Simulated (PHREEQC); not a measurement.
Make-up at 25 °C: 0.22 mol/kgw KF and 0.0031 mol/kgw LiNO3. Closed to the air; pH follows from the charge balance.

Model: ion-association model, phreeqc.dat, run in PHREEQC.

Each row changes one thing in this solution. No solid was allowed to form.

```csv
case,pH,HF (mol/kgw),HF2- (mol/kgw)
as made,8.22,1.31e-6,1.09e-6
temperature from 25 to 60 °C,(withheld),(withheld),5.23e-6
0.0088 mol/kgw HF added,(withheld),0.00482,0.00395
KF from 0.22 to 0.44 mol/kgw,8.41,1.50e-6,2.46e-6
diluted 5-fold with water,7.86,(withheld),1.26e-7
diluted 10-fold with water,7.72,5.43e-7,4.59e-8
KF from 0.22 to 0.044 mol/kgw,7.85,7.44e-7,1.26e-7
```

Complete the blanks.


- temperature from 25 to 60 °C, pH: 7.88
- temperature from 25 to 60 °C, HF (mol/kgw): 5.48e-6
- 0.0088 mol/kgw HF added, pH: 4.65
- diluted 5-fold with water, HF (mol/kgw): 7.45e-7

At this temperature some constants are extrapolated from 25 °C, and those without enthalpy data are left unchanged.
